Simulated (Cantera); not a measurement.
A closed system holds: 1 mol Si, 1.4 mol H2, 0.61 mol HCl, equilibrated at 1125 K and 1.00 bar.

Method: chemical equilibrium by Gibbs-energy minimisation in Cantera with the NASA 1993 tables (ideal gas, pure condensed phases). Candidate condensed phases: Si; 19 gas species. The tables' values for SiCl3 are old estimates; treat these amounts as uncertain. Kinetics and transport are ignored.

Base state: H2 0.889, SiCl4 0.0491, SiHCl3 0.0310, HCl 0.0244, SiH2Cl2 0.00241, SiCl3 0.00238, SiCl2 0.00142, SiH3Cl 4.99e-5 (mole fractions); condensed: Si(s).

### Question
What changes in the equilibrium state with this change: temperature from 1125 K to 1300 K?

### Answer
```tsv
species	before	after
H2	0.889	0.859
HCl	0.0244	0.0606
SiCl4	0.0491	0.0355
SiCl2	0.00142	0.0114
SiHCl3	0.0310	0.0229
SiCl3	0.00238	0.00825
SiH2Cl2	0.00241	0.00209
SiH3Cl	4.99e-5	5.36e-5
Si(s), mol	0.840	0.849
```
